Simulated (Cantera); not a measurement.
Input (Python, Cantera):

```python
import numpy as np
import cantera as ct

gas = ct.Solution("gri30.yaml")
gas.TPX = 1850, 12000, {'NO': 1, 'N2': 4.4}
reactor = ct.IdealGasConstPressureReactor(gas, energy="off", clone=False)
net = ct.ReactorNet([reactor])
net.rtol, net.atol = 1e-08, 1e-18
show = ['NO', 'O', 'N2', 'N2O', 'NO2', 'O2']
times = np.geomspace(1e-06, 3, 11)

steps = ct.SolutionArray(gas, extra=["t"])
rows = []
print(f"{'t/s':>10s}{'T/K':>9s}{'P/Pa':>11s}" + "".join(f"{s:>11s}" for s in show))
for t in times:
    while net.time < t:
        t_next = net.step()
        steps.append(gas.state, t=t_next)
    rows.append([np.interp(t, steps.t, y) for y in (steps.T, steps.P, *steps(*show).X.T)])
    print(f"{t:10.3e}{rows[-1][0]:9.1f}{rows[-1][1]:11.4g}" + "".join(f"{x:11.3e}" for x in rows[-1][2:]))
rate = np.gradient(steps.T, steps.t)
print("integrator steps:", len(steps.t))
if steps.T.max() > steps.T[0] + 200:
    print(f"time of steepest temperature rise: {steps.t[rate.argmax()]:.4e} s")
gas.TPX = 1850, 12000, {'NO': 1, 'N2': 4.4}
gas.equilibrate("TP")
print(f"equilibrium (TP): T = {gas.T:.1f} K  " + "  ".join(f"{s} {gas[s].X[0]:.3e}" for s in show))
```

Output:

```
       t/s      T/K       P/Pa         NO          O         N2        N2O        NO2         O2
 1.000e-06   1850.0    1.2e+04  1.852e-01  1.473e-09  8.148e-01  1.473e-09  2.190e-13  1.140e-14
 4.443e-06   1850.0    1.2e+04  1.852e-01  6.541e-09  8.148e-01  6.543e-09  4.292e-12  2.235e-13
 1.974e-05   1850.0    1.2e+04  1.852e-01  2.902e-08  8.148e-01  2.905e-08  8.494e-11  4.436e-12
 8.773e-05   1850.0    1.2e+04  1.852e-01  1.281e-07  8.148e-01  1.286e-07  1.644e-09  8.693e-11
 3.898e-04   1850.0    1.2e+04  1.852e-01  5.550e-07  8.148e-01  5.630e-07  3.024e-08  1.692e-09
 1.732e-03   1850.0    1.2e+04  1.852e-01  2.304e-06  8.148e-01  2.341e-06  4.537e-07  3.323e-08
 7.696e-03   1850.0    1.2e+04  1.852e-01  1.002e-05  8.148e-01  7.869e-06  4.121e-06  9.121e-07
 3.420e-02   1850.0    1.2e+04  1.851e-01  2.891e-05  8.149e-01  1.384e-05  1.373e-05  3.144e-05
 1.519e-01   1850.0    1.2e+04  1.846e-01  3.168e-05  8.151e-01  1.411e-05  1.515e-05  2.558e-04
 6.752e-01   1850.0    1.2e+04  1.826e-01  3.648e-05  8.161e-01  1.374e-05  1.770e-05  1.271e-03
 3.000e+00   1850.0    1.2e+04  1.732e-01  5.290e-05  8.208e-01  1.219e-05  2.564e-05  5.911e-03
integrator steps: 386
equilibrium (TP): T = 1850.0 K  NO 3.470e-03  O 1.687e-04  N2 9.056e-01  N2O 7.356e-08  NO2 1.788e-06  O2 9.076e-02
```

Cantera simulation using GRI-Mech 3.0 (53 species, 325 reactions); the numbers are that mechanism's predictions, not measurements.
